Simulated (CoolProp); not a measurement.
Vapour-liquid equilibrium of R134a (1) + dimethyl ether (2) at 0.564 MPa; x and y are mole fractions of (1).

The numbers come from the multi-fluid Helmholtz-energy mixture model, Tillner-Roth 1994 and Wu 2011; pair parameters Bell 2016 in CoolProp.

Q: Give the bubble temperature and the first vapour's composition at x = 0.5, 0.8, 0.875. Is there an azeotrope?

A: x = 0.5: 23.6 °C, y = 0.531; x = 0.8: 21.4 °C, y = 0.835; x = 0.875: 20.7 °C, y = 0.900. y crosses x between x = 0.2 and 0.275: the model has an azeotrope there.

Pair parameters are fitted to limited data, so mixtures are less certain than the pure fluids.
